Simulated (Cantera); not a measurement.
An isothermal, constant-pressure homogeneous reactor starts with C3H8 : H2 : N2 = 1 : 8.1 : 0.19 (molar parts), at 1275 K and 0.430 bar.

Cantera simulation using GRI-Mech 3.0 (53 species, 325 reactions); the numbers are that mechanism's predictions, not measurements. GRI-Mech 3.0 was tuned for natural gas; its chemistry of propane as a main component is partial and can be far from experiment. GRI-Mech 3.0 stops at C3 and has no aromatics, soot or wall deposition, so with more carbon than oxygen in the feed, carbon stays in small species such as C2H2 where larger ones or solid carbon would form.

x: mole fraction; the columns are a selection and need not sum to one.

| t (s) | x C3H8 | x H2 | x C2H | x CH4 | x H |
|---|---|---|---|---|---|
| 4.00e-6 | 0.108 | 0.872 | <1e-12 | 5.39e-6 | ___ |
| 1.63e-5 | 0.107 | 0.872 | <1e-12 | 0.000115 | ___ |
| 6.63e-5 | 0.105 | 0.870 | <1e-12 | 0.00205 | ___ |
| 0.000270 | 0.0882 | 0.857 | <1e-12 | 0.0162 | ___ |
| 0.00110 | 0.0408 | 0.821 | 6.12e-12 | 0.0574 | ___ |
| 0.00447 | 0.00296 | 0.791 | 2.81e-11 | 0.0929 | ___ |
| 0.0182 | 4.85e-5 | 0.788 | 2.50e-11 | 0.0972 | ___ |
| 0.0741 | 4.97e-6 | 0.788 | 4.76e-11 | 0.0999 | ___ |
| 0.302 | 3.29e-6 | 0.786 | 7.58e-11 | 0.108 | ___ |
| 1.23 | 2.46e-6 | 0.775 | 6.68e-11 | 0.128 | ___ |
| 5.00 | 1.77e-6 | 0.748 | 3.77e-11 | 0.172 | ___ |

Complete the blanks.


- 4.00e-6, x H: 1.41e-6
- 1.63e-5, x H: 5.92e-6
- 6.63e-5, x H: 1.96e-5
- 0.000270, x H: 2.80e-5
- 0.00110, x H: 3.09e-5
- 0.00447, x H: 1.88e-5
- 0.0182, x H: 7.04e-6
- 0.0741, x H: 6.11e-6
- 0.302, x H: 5.18e-6
- 1.23, x H: 4.14e-6
- 5.00, x H: 2.87e-6
